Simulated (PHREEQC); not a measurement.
Make-up at 25 °C: 1.8 mmol/kgw ZnBr2. Closed to the air; pH follows from the charge balance.

Computed with PHREEQC (ion-association model, phreeqc.dat).

Each row changes one thing in this solution. No solid was allowed to form.

```json
[
 {"case": "as made", "pH": "5.91", "ionic strength (mol/kgw)": "0.00540"},
 {"case": "ZnBr2 from 0.0018 to 0.0027 mol/kgw", "pH": "___", "ionic strength (mol/kgw)": "0.00809"},
 {"case": "ZnBr2 from 0.0018 to 0.0036 mol/kgw", "pH": "5.79", "ionic strength (mol/kgw)": "0.0108"},
 {"case": "ZnBr2 from 0.0018 to 0.018 mol/kgw", "pH": "___", "ionic strength (mol/kgw)": "0.0538"},
 {"case": "diluted 5-fold with water", "pH": "6.22", "ionic strength (mol/kgw)": "0.00108"},
 {"case": "ZnBr2 replaced by CdBr2 at the same molality", "pH": "___", "ionic strength (mol/kgw)": "0.00446"},
 {"case": "diluted 2-fold with water", "pH": "6.04", "ionic strength (mol/kgw)": "0.00270"},
 {"case": "ZnBr2 from 0.0018 to 0.00018 mol/kgw", "pH": "6.35", "ionic strength (mol/kgw)": "0.000540"},
 {"case": "ZnBr2 from 0.0018 to 0.00036 mol/kgw", "pH": "6.22", "ionic strength (mol/kgw)": "0.00108"}
]
```

**Question.** Some entries are withheld; supply them.

**Answer.** 
- ZnBr2 from 0.0018 to 0.0027 mol/kgw, pH: 5.84
- ZnBr2 from 0.0018 to 0.018 mol/kgw, pH: 5.51
- ZnBr2 replaced by CdBr2 at the same molality, pH: 6.51

Complexes and solids missing from the database can't appear.
